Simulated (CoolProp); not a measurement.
Fluorine along the isobar 62.6 bar: fugacity coefficient from the reference equation and from simpler models built on Tc = 144.4 K, pc = 52.40 bar, ω = 0.045; each cubic takes its own stable root.

Computed with CoolProp (reference Helmholtz-energy equation of state, de Reuck 1990).

```csv
T (K),phase,reference,van der Waals,Redlich-Kwong,Soave-Redlich-Kwong,Peng-Robinson
59.5,liquid,0.0002791,0.008275,0.0001092,0.0002819,0.0003195
78,liquid,0.008275,0.05053,0.006454,0.008389,0.008602
96.5,liquid,0.05762,0.1505,0.05585,0.05877,0.05777
115,liquid,0.1931,0.3076,0.1982,0.1974,0.1907
133.5,liquid,0.4225,0.4999,0.4318,0.4290,0.4125
152,supercritical,0.6700,0.6813,0.6647,0.6665,0.6410
170.5,supercritical,0.7767,0.7706,0.7683,0.7732,0.7463
189,supercritical,0.8412,0.8263,0.8323,0.8399,0.8136
207.5,supercritical,0.8846,0.8656,0.8762,0.8859,0.8609
226,supercritical,0.9150,0.8947,0.9075,0.9189,0.8954
244.5,supercritical,0.9371,0.9167,0.9305,0.9430,0.9211
263,supercritical,0.9536,0.9338,0.9477,0.9610,0.9406
281.5,supercritical,0.9662,0.9472,0.9609,0.9746,0.9557
300,supercritical,0.9761,0.9579,0.9711,0.9849,0.9674
```
